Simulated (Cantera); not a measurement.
Input: 1 mol Fe3O4, 1.4 mol CH4, 0.37 mol H2, held at 0.00220 bar.

Method: chemical equilibrium by Gibbs-energy minimisation in Cantera with the NASA 1993 tables (ideal gas, pure condensed phases). Candidate condensed phases: C, C6H6, C7H8, C8H18, Fe, Fe(CO)5, FeO, Fe(OH)2, Fe(OH)3, Fe2O3, Fe3O4, H2O; 114 gas species. The tables' stoichiometric FeO is somewhat more stable than real wüstite, so its field is too wide. FeO: taken at fixed stoichiometry. Equilibrium is a limit: real reactors are often held back by kinetics, nucleation or transport.

Question: At 950 K, list the 4 most abundant gas species with their mole fractions, and the condensed phases.

Answer: H2 0.600, CO 0.239, H2O 0.0939, CO2 0.0671. Condensed: Fe(α) + FeO(s).
